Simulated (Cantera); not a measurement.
Standard-state values (1 bar) from the NASA 1993 polynomials, evaluated with Cantera. Values are per mole of reaction as written; species without (g) are pure solids or liquids, kept so even where they would boil at 1 bar. VN: taken at fixed stoichiometry.

Between 300 and 2125 K, where is each reaction favourable under standard conditions?
- 4 VN + 6 OH(g) = 4 N(g) + 2 V2O3 + 3 H2(g)
- N2(g) + V2O4 = 2 VN + 2 O2(g)


- 4 VN + 6 OH(g) = 4 N(g) + 2 V2O3 + 3 H2(g): ΔG° is 101 kJ at 300 K and 66 kJ at 2125 K; it stays positive (K < 1). ΔH° is 184 kJ and ΔS° 56 J/K at 2125 K.
- N2(g) + V2O4 = 2 VN + 2 O2(g): ΔG° is 936 kJ at 300 K and 695 kJ at 2125 K; it stays positive (K < 1). ΔH° is 833 kJ and ΔS° 65 J/K at 2125 K.
